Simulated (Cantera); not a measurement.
A closed system holds: 1 mol Si, 5.5 mol HCl, 2.6 mol H₂, held at 973 K and 100 Torr.

Method: chemical equilibrium by Gibbs-energy minimisation in Cantera with the NASA 1993 tables (ideal gas, pure condensed phases). Candidate condensed phases: Si; 19 gas species. The tables' values for SiCl₃ are old estimates; treat these amounts as uncertain. Equilibrium is a limit: real reactors are often held back by kinetics, nucleation or transport.

Base state: H₂ 0.645, HCl 0.214, SiCl₄ 0.138, SiHCl₃ 0.00235, SiCl₃ 9.75e-5 (mole fractions); condensed: gas only.

What changes in the equilibrium state with this change: temperature from 973 K to 1075 K?


| species | before | after |
|---|---|---|
| H₂ | 0.645 | 0.642 |
| HCl | 0.214 | 0.217 |
| SiCl₄ | 0.138 | 0.135 |
| SiCl₂ | 1.97e-6 | 6.13e-5 |
| SiCl₃ | 9.75e-5 | 0.000723 |
| SiH₂Cl₂ | 4.16e-6 | 2.13e-5 |
